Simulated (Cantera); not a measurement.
An isothermal, constant-pressure homogeneous reactor starts with 3.97 % CO, 7.41 % O2, 0.406 % H2O, 88.2 % N2, at 1275 K and 100.0 Torr.

Model: GRI-Mech 3.0 (53 species, 325 reactions), integrated in Cantera. The temperature is held fixed by assumption; the heat of reaction is taken as removed at once.

One state of this run: x CO = 2.47e-7; x O2 = 0.0553; x H2O = 0.00414; x NO = 6.72e-6; x HO2 = 2.69e-9; x H = 9.15e-10; x H2O2 = 6.63e-11. x: mole fraction; the columns are a selection and need not sum to one.

Task: Which value of t (s) does it belong to?
(A) 0.0159
(B) 3.98
(C) 1.59
(D) 0.00252

Result: B, 3.98
